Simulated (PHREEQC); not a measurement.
Consider water at 25 °C with 84 mmol/kgw KH2PO4, 0.12 mmol/kgw HNO3 and 4.5 mmol/kgw NiSO4. Closed to the air; pH follows from the charge balance.

Computed with PHREEQC (ion-association model, wateq4f.dat).

The pH is 4.41 and the ionic strength comes out as 0.0994 mol/kgw. The total alkalinity is -0.120 meq/kg.

| species | molality | activity | log γ |
|---|---|---|---|
| H2PO4- | 0.0833 | 0.0657 | -0.103 |
| K+ | 0.0833 | 0.0637 | -0.117 |
| Ni+2 | 0.00413 | 0.00154 | -0.428 |
| SO4-2 | 0.00340 | 0.00127 | -0.428 |
| KSO4- | 0.000721 | 0.000568 | -0.103 |
| NiSO4 | 0.000373 | 0.000381 | 0.010 |
| H3PO4 | 0.000365 | 0.000373 | 0.010 |
| HPO4-2 | 0.000281 | 0.000106 | -0.424 |
| NO3- | 0.000120 | 9.05e-5 | -0.123 |
| H+ | 4.67e-5 | 3.86e-5 | -0.083 |
| KHPO4- | 1.67e-5 | 1.31e-5 | -0.103 |
| HSO4- | 6.13e-6 | 4.76e-6 | -0.110 |
| Ni(SO4)2-2 | 6.97e-8 | 2.60e-8 | -0.428 |
| NiOH+ | 7.03e-9 | 5.50e-9 | -0.107 |

No solid was allowed to form. H3PO4, which wateq4f.dat lacks, is added to it with the constant of phreeqc.dat. The database has no phosphate complexes of Ni.
